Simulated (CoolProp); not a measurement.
CH2F2 (R32) along the isotherm 161.85 °C: density (kg/m³) from the reference equation and from simpler models built on Tc = 78.1 °C, pc = 5.783 MPa, ω = 0.277; each cubic takes its own stable root.

Computed with CoolProp (reference Helmholtz-energy equation of state, Tillner-Roth 1997).

| p (MPa) | phase | reference |
|---|---|---|
| 4.13 | gas | 68.32 |
| 8.26 | supercritical | 161.5 |
| 12.4 | supercritical | 287.6 |
| 16.5 | supercritical | 422.0 |
| 20.7 | supercritical | 529.2 |
| 24.8 | supercritical | 602.9 |
| 28.9 | supercritical | 657.3 |
| 33 | supercritical | 699.8 |
| 37.2 | supercritical | 735.2 |
| 41.3 | supercritical | 764.2 |
| 45.4 | supercritical | 789.3 |
| 49.6 | supercritical | 811.9 |
| 53.7 | supercritical | 831.5 |
| 57.8 | supercritical | 849.3 |

How far does each simpler model (ideal gas, van der Waals, Redlich-Kwong, Soave-Redlich-Kwong, Peng-Robinson) lie from the reference over these 14 states: mean and median of the absolute difference, and the worst?


- ideal gas: mean 25.9 %, median 26.8 %, worst -43.8 % at 161.85 °C and 16.5 MPa
- van der Waals: mean 21.2 %, median 26.3 %, worst -31.9 % at 161.85 °C and 57.8 MPa
- Redlich-Kwong: mean 11.4 %, median 15.1 %, worst -15.9 % at 161.85 °C and 49.6 MPa
- Soave-Redlich-Kwong: mean 17.0 %, median 19.4 %, worst -21.0 % at 161.85 °C and 24.8 MPa
- Peng-Robinson: mean 10.6 %, median 12.1 %, worst -14.6 % at 161.85 °C and 24.8 MPa
